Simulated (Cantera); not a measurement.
A Cantera script and its output.

```python
import numpy as np
import cantera as ct

gas = ct.Solution("gri30.yaml")
gas.TPX = 1350, 36000, {'N2O': 1, 'H2': 0.041, 'N2': 0.58}
inlet = ct.Reservoir(gas, clone=True)

reactor = ct.IdealGasConstPressureReactor(gas, energy="off", clone=False)
exhaust = ct.Reservoir(gas, clone=True)
tau = [7.3, 1.7, 0.4, 0.094, 0.022, 0.0052, 0.0012, 0.00029][0]
for a, b in ((inlet, reactor), (reactor, exhaust)):
    ct.MassFlowController(a, b, mdot=lambda t: reactor.mass / tau)
net = ct.ReactorNet([reactor])
show = ['N2O', 'H2', 'H2O', 'HO2', 'H', 'O2']

rows = []
print(f"{'tau/s':>10s}{'T/K':>9s}" + "".join(f"{s:>11s}" for s in show))
for tau in [7.3, 1.7, 0.4, 0.094, 0.022, 0.0052, 0.0012, 0.00029]:
    net.initial_time = 0.0
    net.advance(30 * tau)
    before = gas.X
    net.advance(40 * tau)
    drift = np.max(np.abs(gas.X - before) / (gas.X + 1e-9))
    rows.append([gas.T, *gas[show].X, drift])
    print(f"{tau:10.3e}{gas.T:9.1f}" + "".join(f"{x:11.3e}" for x in gas[show].X))
```

Result:

```
     tau/s      T/K        N2O         H2        H2O        HO2          H         O2
 7.300e+00   1350.0  2.787e-02  5.795e-06  1.976e-02  7.341e-08  3.845e-08  1.967e-01
 1.700e+00   1350.0  9.064e-02  1.956e-05  2.036e-02  1.281e-07  8.125e-08  1.689e-01
 4.000e-01   1350.0  2.407e-01  7.325e-05  2.176e-02  3.029e-07  1.663e-07  1.156e-01
 9.400e-02   1350.0  4.347e-01  2.889e-04  2.343e-02  9.350e-07  4.547e-07  5.113e-02
 2.200e-02   1350.0  5.457e-01  1.070e-03  2.372e-02  2.951e-06  1.697e-06  1.514e-02
 5.200e-03   1350.0  5.833e-01  3.552e-03  2.156e-02  6.916e-06  6.394e-06  3.723e-03
 1.200e-03   1350.0  5.993e-01  1.034e-02  1.483e-02  8.092e-06  1.875e-05  7.371e-04
 2.900e-04   1350.0  6.113e-01  2.031e-02  4.869e-03  5.985e-06  2.509e-05  1.221e-04
```

Computed with Cantera and GRI-Mech 3.0 (53 species, 325 reactions). GRI-Mech 3.0 was tuned for natural gas; its chemistry of N2O as a main component is partial and can be far from experiment. The mechanism lacks the step 2 NO + O2 → 2 NO2, which can matter for NO2 below about 1400 K. The temperature is held fixed by assumption; the heat of reaction is taken as removed at once.
